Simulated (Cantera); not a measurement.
An isothermal, constant-pressure homogeneous reactor starts with 81.8 % NO, 18.0 % N2, 0.213 % H2O, at 1498 K and 78000 Pa.

Detailed kinetics in Cantera: GRI-Mech 3.0 (53 species, 325 reactions).

Question: Predict: x(NO) at 300 s; x(N2) at 300 s; x(N2O) at 300 s; x(NO2) at 300 s; x(O2) at 300 s; x(O) at 300 s.

Answer: 
```
Item                                               Value
---------------  ---------------------------------------
x(NO) at 300 s     0.179 (gas-phase equilibrium 0.00147)
x(N2) at 300 s       0.499 (gas-phase equilibrium 0.588)
x(N2O) at 300 s  1.02e-5 (gas-phase equilibrium 6.87e-8)
x(NO2) at 300 s  0.00105 (gas-phase equilibrium 9.70e-6)
x(O2) at 300 s       0.318 (gas-phase equilibrium 0.408)
x(O) at 300 s    2.55e-6 (gas-phase equilibrium 2.87e-6)
```
